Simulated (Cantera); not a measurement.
An isothermal plug-flow reactor at 950 K and 4.74 atm (inlet), inlet velocity 0.34 m/s, active area per volume 4500 1/m; feed CH4 : O2 : N2 = 0.0043 : 0.092 : 0.79 (molar parts).

Computed with Cantera and Deutschmann's 1995 Pt surface mechanism with GRI-Mech 3.0 gas chemistry. Catalytic surfaces can have several steady states; this one follows from the mechanism file's or the stated starting coverage. Mass transfer to the wall is taken as infinitely fast.

What does this change do: temperature 950 to 1175 K?


```tsv
quantity	before	after
x(CH4) at z = 0.036 m	2.32e-5	1.17e-11
x(O2) at z = 0.036 m	0.0942	0.0941
x(H2O) at z = 0.036 m	0.00962	0.00970
x(CO2) at z = 0.036 m	0.00480	0.00485
x(CO) at z = 0.036 m	1.98e-8	4.48e-10
θ(free Pt) at the exit	0.0903	0.290
θ(O*) at the exit	0.906	0.707
θ(OH*) at the exit	0.00333	0.00260
```
